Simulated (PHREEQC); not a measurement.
Acid rinse or clean (model solution)

A solution holds 0.025 mol/kgw HNO3, 0.055 mol/kgw AlCl3 and 0.52 mol/kgw MgCl2, at 20 °C. It is in equilibrium with CO2 at log p = 0 (atm). Otherwise closed; pH follows from the charge balance.

Model: ion-association model, phreeqc.dat, run in PHREEQC.

This is a speciation only: nothing precipitates in the calculation.

**Question.** What pH does the model give?

**Answer.** pH 1.74.

Caution: at this ionic strength the ion-association model is outside its range; a Pitzer model would be the better tool where its parameters exist. Complexes and solids missing from the database can't appear.
